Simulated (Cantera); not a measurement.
A closed system holds: 1 mol CaO, 0.42 mol O₂, 0.072 mol H₂O, equilibrated at 900 °C and 1000 Pa.

Cantera equilibrium calculation (NASA polynomials, part measured and part estimated; ideal gas, pure solids and liquids). Candidate condensed phases: Ca, CaO, Ca(OH)₂, H₂O; 14 gas species. Kinetics and transport are ignored.

Base state: O₂ 0.854, H₂O 0.146, OH 1.12e-5 (mole fractions); condensed: CaO(s).

### Question
What changes in the equilibrium state with this change: CaO replaced by CaCO₃?

### Answer
```tsv
species	before	after
CO₂	0	0.670
O₂	0.854	0.281
H₂O	0.146	0.0483
OH	1.12e-5	4.86e-6
CaO(s), mol	1.00	1.00
```
Further candidate phases: C, C₆H₆, C₇H₈, C₈H₁₈, CaCO₃.
